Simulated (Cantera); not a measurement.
Feed: 1 mol AlCl3, 2.5 mol O2, 230 mol H2, at 1.90 mbar.

Cantera equilibrium calculation (NASA polynomials, part measured and part estimated; ideal gas, pure solids and liquids). Candidate condensed phases: Al, AlCl3, Al2O3, H2O; 29 gas species. The tables' values for AlOH are old estimates; treat these amounts as uncertain. Equilibrium is a limit: real reactors are often held back by kinetics, nucleation or transport.

Question: At 2073 K, list the 4 most abundant gas species with their mole fractions, and the condensed phases.

Answer: H2 0.914, H 0.0577, H2O 0.0153, HCl 0.0116. Condensed: Al2O3(s).
